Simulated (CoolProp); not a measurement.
Aqueous ethanol as a coolant, at 0 °C, 1 atm.

Model: Melinder's fits for secondary coolants, in CoolProp.

```json
[
 {"mass %": "4.4", "freezing point (°C)": "-1.8", "conductivity (W/(m K))": "0.535", "Prandtl number": "19.2", "cp (kJ/(kg K))": "4.322", "viscosity (mPa s)": "2.38"},
 {"mass %": "9.2", "freezing point (°C)": "-4.0", "conductivity (W/(m K))": "0.507", "Prandtl number": "27.5", "cp (kJ/(kg K))": "4.395", "viscosity (mPa s)": "3.17"},
 {"mass %": "14", "freezing point (°C)": "-6.7", "conductivity (W/(m K))": "0.480", "Prandtl number": "37.5", "cp (kJ/(kg K))": "4.415", "viscosity (mPa s)": "4.08"},
 {"mass %": "18.8", "freezing point (°C)": "-10.2", "conductivity (W/(m K))": "0.454", "Prandtl number": "48.5", "cp (kJ/(kg K))": "4.384", "viscosity (mPa s)": "5.02"},
 {"mass %": "23.5", "freezing point (°C)": "-14.1", "conductivity (W/(m K))": "0.430", "Prandtl number": "58.8", "cp (kJ/(kg K))": "4.312", "viscosity (mPa s)": "5.86"},
 {"mass %": "28.3", "freezing point (°C)": "-18.5", "conductivity (W/(m K))": "0.406", "Prandtl number": "67.7", "cp (kJ/(kg K))": "4.206", "viscosity (mPa s)": "6.53"},
 {"mass %": "33.1", "freezing point (°C)": "-23.1", "conductivity (W/(m K))": "0.383", "Prandtl number": "74.0", "cp (kJ/(kg K))": "4.081", "viscosity (mPa s)": "6.94"},
 {"mass %": "37.9", "freezing point (°C)": "-27.6", "conductivity (W/(m K))": "0.361", "Prandtl number": "77.5", "cp (kJ/(kg K))": "3.950", "viscosity (mPa s)": "7.09"},
 {"mass %": "42.7", "freezing point (°C)": "-31.9", "conductivity (W/(m K))": "0.341", "Prandtl number": "78.6", "cp (kJ/(kg K))": "3.821", "viscosity (mPa s)": "7.01"},
 {"mass %": "47.5", "freezing point (°C)": "-35.7", "conductivity (W/(m K))": "0.322", "Prandtl number": "77.6", "cp (kJ/(kg K))": "3.697", "viscosity (mPa s)": "6.75"}
]
```
